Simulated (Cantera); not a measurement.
Input (Python, Cantera):

```python
import numpy as np
import cantera as ct

gas = ct.Solution("gri30.yaml")
gas.TPX = 2000, 14000, {'NO': 1, 'N2': 18}
reactor = ct.IdealGasConstPressureReactor(gas, energy="off", clone=False)
net = ct.ReactorNet([reactor])
net.rtol, net.atol = 1e-08, 1e-18
show = ['NO', 'O', 'N2O', 'NO2', 'N2', 'O2']
times = np.geomspace(1e-06, 20, 11)

steps = ct.SolutionArray(gas, extra=["t"])
rows = []
print(f"{'t/s':>10s}{'T/K':>9s}{'P/Pa':>11s}" + "".join(f"{s:>11s}" for s in show))
for t in times:
    while net.time < t:
        t_next = net.step()
        steps.append(gas.state, t=t_next)
    rows.append([np.interp(t, steps.t, y) for y in (steps.T, steps.P, *steps(*show).X.T)])
    print(f"{t:10.3e}{rows[-1][0]:9.1f}{rows[-1][1]:11.4g}" + "".join(f"{x:11.3e}" for x in rows[-1][2:]))
rate = np.gradient(steps.T, steps.t)
print("integrator steps:", len(steps.t))
if steps.T.max() > steps.T[0] + 200:
    print(f"time of steepest temperature rise: {steps.t[rate.argmax()]:.4e} s")
gas.TPX = 2000, 14000, {'NO': 1, 'N2': 18}
gas.equilibrate("TP")
print(f"equilibrium (TP): T = {gas.T:.1f} K  " + "  ".join(f"{s} {gas[s].X[0]:.3e}" for s in show))
```

Result:

```
       t/s      T/K       P/Pa         NO          O        N2O        NO2         N2         O2
 1.000e-06   2000.0    1.4e+04  5.263e-02  4.506e-10  4.504e-10  1.982e-14  9.474e-01  2.524e-15
 5.372e-06   2000.0    1.4e+04  5.263e-02  2.422e-09  2.418e-09  5.695e-13  9.474e-01  7.273e-14
 2.885e-05   2000.0    1.4e+04  5.263e-02  1.305e-08  1.293e-08  1.624e-11  9.474e-01  2.109e-12
 1.550e-04   2000.0    1.4e+04  5.263e-02  7.122e-08  6.799e-08  4.319e-10  9.474e-01  6.115e-11
 8.326e-04   2000.0    1.4e+04  5.263e-02  4.152e-07  3.260e-07  8.869e-09  9.474e-01  1.871e-09
 4.472e-03   2000.0    1.4e+04  5.263e-02  2.894e-06  1.027e-06  1.041e-07  9.474e-01  6.794e-08
 2.402e-02   2000.0    1.4e+04  5.260e-02  1.878e-05  1.299e-06  7.362e-07  9.474e-01  2.828e-06
 1.290e-01   2000.0    1.4e+04  5.241e-02  5.658e-05  1.277e-06  2.136e-06  9.475e-01  8.099e-05
 6.931e-01   2000.0    1.4e+04  5.110e-02  7.453e-05  1.210e-06  2.789e-06  9.481e-01  7.265e-04
 3.723e+00   2000.0    1.4e+04  4.256e-02  1.374e-04  8.379e-07  4.446e-06  9.523e-01  4.961e-03
 2.000e+01   2000.0    1.4e+04  1.023e-02  2.623e-04  1.045e-07  2.092e-06  9.684e-01  2.106e-02
integrator steps: 753
equilibrium (TP): T = 2000.0 K  NO 2.929e-03  O 2.827e-04  N2O 6.845e-08  NO2 6.473e-07  N2 9.721e-01  O2 2.471e-02
```

Detailed kinetics in Cantera: GRI-Mech 3.0 (53 species, 325 reactions).
